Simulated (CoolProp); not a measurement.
R125 at 308.85 K and 1.46 MPa flows at 11 m/s in a round tube of 25 mm bore and 45 µm roughness, fully developed (64/Re and Nu = 3.66 if laminar; Colebrook and Gnielinski if turbulent). Each further row changes one setting.

Model: reference Helmholtz-energy equation of state, Lemmon 2005, in CoolProp.

```
case             Reynolds number  Darcy friction factor  pressure drop (Pa/m)  heat-transfer coefficient (W/(m² K))  mass flow (kg/h)
---------------  ---------------  ---------------------  --------------------  ------------------------------------  ----------------
as stated                1760000                 0.0229                  4960                                  3080              1740
velocity 22 m/s          3510000                 0.0228                 19800                                  6140              3480
diameter 50 mm           3510000                 0.0192                  2080                                  2580              6960
```

Viscosity comes from a separate model (Huber 2006). Thermal conductivity comes from a separate model (Perkins 2006).
